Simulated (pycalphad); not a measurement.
An equivalent pycalphad script:

```python
from pycalphad import Database, equilibrium, calculate, variables as v
import numpy as np
db = Database('COST507.tdb')
comps = ['AL', 'C', 'VA']
phases = ['AL4C3', 'FCC_A1', 'GRAPHITE', 'LIQUID']
eq = equilibrium(db, comps, phases, {v.X('C'): 0.0172, v.T: np.arange(1850, 499, -50), v.P: 101325, v.N: 1}, output=['HM', 'SM'])
```

CALPHAD calculation (pycalphad, COST 507 light-alloy database (1999)), 1 atm. The database dates from 1999; later assessments differ in places, in temperatures and in the compounds included. Amounts are mole fractions of atoms. Kinetics are ignored, which matters at the lower temperatures.

Results at three of the temperatures:

```
T = 1700.00 K, P = 101325 Pa, N = 1 mol of atoms
G = -100092 J/mol, H = 51459 J/mol, S = 89.15 J/(mol K)  (SER reference)
chemical potentials (J/mol): Al -100647, C -68408
phase             fraction      x(Al)       x(C)
LIQUID              0.9628     0.9987     0.0013
AL4C3               0.0372     0.5714     0.4286
```

```
T = 1650.00 K, P = 101325 Pa, N = 1 mol of atoms
G = -95661 J/mol, H = 49751 J/mol, S = 88.13 J/(mol K)  (SER reference)
chemical potentials (J/mol): Al -96139, C -68327
phase             fraction      x(Al)       x(C)
LIQUID              0.9616     0.9992   0.000756
AL4C3               0.0384     0.5714     0.4286
```

```
T = 1250.00 K, P = 101325 Pa, N = 1 mol of atoms
G = -62116 J/mol, H = 36958 J/mol, S = 79.26 J/(mol K)  (SER reference)
chemical potentials (J/mol): Al -62000, C -68751
phase             fraction      x(Al)       x(C)
LIQUID              0.9599     1.0000   2.23e-06
AL4C3               0.0401     0.5714     0.4286
```

Changes of the phase set, refined by bisection:

| T (K) | phases above | phases below |
|---|---|---|
| 933.4 | AL4C3 + LIQUID | AL4C3 + FCC_A1 |

Database names, with the compositions (at.%) that they take in these runs: AL4C3: Al 57 C 43. FCC_A1 is fcc.
